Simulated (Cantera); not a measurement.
An adiabatic, constant-pressure homogeneous reactor starts with CO : H2 : CH4 : O2 : N2 = 1 : 0.44 : 0.47 : 3.53 : 13.3 (molar parts), at 1550 K and 2400 Torr. Integrator tolerance rtol = 1e-08.

Cantera simulation using GRI-Mech 3.0 (53 species, 325 reactions); the numbers are that mechanism's predictions, not measurements.

Problem. What does this change do: constant volume in place of constant pressure?

Solution. 
```
quantity                                                              before                                    after
---------------------------------  -----------------------------------------  ---------------------------------------
time of steepest temperature rise                                    25.9 µs                                  24.8 µs
temperature at 5.00 s                                                 2505 K                                   2667 K
equilibrium temperature                                               2505 K                                   2667 K
x(CO) at 5.00 s                      0.00523 (gas-phase equilibrium 0.00523)  0.00864 (gas-phase equilibrium 0.00864)
x(H2) at 5.00 s                    0.000792 (gas-phase equilibrium 0.000792)  0.00124 (gas-phase equilibrium 0.00124)
x(CH4) at 5.00 s                       <1e-12 (gas-phase equilibrium <1e-12)    <1e-12 (gas-phase equilibrium <1e-12)
x(H2O2) at 5.00 s                    2.81e-7 (gas-phase equilibrium 2.81e-7)  4.80e-7 (gas-phase equilibrium 4.80e-7)
x(C2H2) at 5.00 s                      <1e-12 (gas-phase equilibrium <1e-12)    <1e-12 (gas-phase equilibrium <1e-12)
```
